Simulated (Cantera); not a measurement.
An isothermal, constant-pressure homogeneous reactor starts with C₂H₄ : H₂ = 1 : 2.7 (molar parts), at 1298 K and 30.8 Torr.

Model: GRI-Mech 3.0 (53 species, 325 reactions), integrated in Cantera. GRI-Mech 3.0 was tuned for natural gas; its chemistry of ethylene as a main component is partial and can be far from experiment. GRI-Mech 3.0 stops at C3 and has no aromatics, soot or wall deposition, so with more carbon than oxygen in the feed, carbon stays in small species such as C2H2 where larger ones or solid carbon would form. Radical loss at walls, strong at low pressure, is not modelled.

Problem. Predict: x(C₂H₄) at 10.0 s; x(H₂) at 10.0 s; x(CH₃) at 10.0 s; x(H) at 10.0 s.

Solution. 
```json
{
  "x(C₂H₄) at 10.0 s": "0.0180 (gas-phase equilibrium 0.0145)",
  "x(H₂) at 10.0 s": "0.778 (gas-phase equilibrium 0.708)",
  "x(CH₃) at 10.0 s": "1.98e-6 (gas-phase equilibrium 1.32e-5)",
  "x(H) at 10.0 s": "1.01e-5 (gas-phase equilibrium 4.48e-6)"
}
```
